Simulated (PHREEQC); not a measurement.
**Brine: speciation**

Make-up at 25 °C: 1.7 mol/kgw KCl and 0.32 mol/kgw NaCl. Closed to the air; pH follows from the charge balance.

All values are PHREEQC results (Pitzer model, pitzer.dat), not measurements.

| Property | Result |
|---|---|
| ionic strength | 2.02 mol/kgw |
| activity of water | 0.935 |
| density | 1.081 g/cm³ |
| osmotic coefficient | 0.921 |

| species | molality | activity | log γ |
|---|---|---|---|
| Cl- | 2.02 | 1.16 | -0.241 |
| K+ | 1.70 | 0.988 | -0.236 |
| Na+ | 0.320 | 0.211 | -0.180 |
| OH- | 1.16e-7 | 7.70e-8 | -0.180 |
| H+ | 1.16e-7 | 1.23e-7 | 0.024 |

No solid was allowed to form.
